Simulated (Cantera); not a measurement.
A closed system holds: 1 mol SiH₄, 0.14 mol H₂O, at 0.000800 bar.

Equilibrium computed with Cantera from the NASA thermochemical tables; the gas is ideal and each condensed phase is pure. Candidate condensed phases: H₂O, Si, SiO₂; 18 gas species. Equilibrium is a limit: real reactors are often held back by kinetics, nucleation or transport.

Question: Which condensed phases are stable at each of these points (T (K)): 823, 848, 873, 898, 923, 948, 973, 998?

Answer: 
```
T (K)        condensed phases  Si condensed (%)
-----  ----------------------  ----------------
823    Si(s) + SiO₂(α-quartz)             100.0
848    Si(s) + SiO₂(β-quartz)             100.0
873    Si(s) + SiO₂(β-quartz)             100.0
898    Si(s) + SiO₂(β-quartz)             100.0
923    Si(s) + SiO₂(β-quartz)             100.0
948    Si(s) + SiO₂(β-quartz)             100.0
973    Si(s) + SiO₂(β-quartz)             100.0
998    Si(s) + SiO₂(β-quartz)             100.0
```

At 823 K the condensed part is Si(s) + SiO₂(α-quartz). From 848 K to 998 K the condensed part is Si(s) + SiO₂(β-quartz).
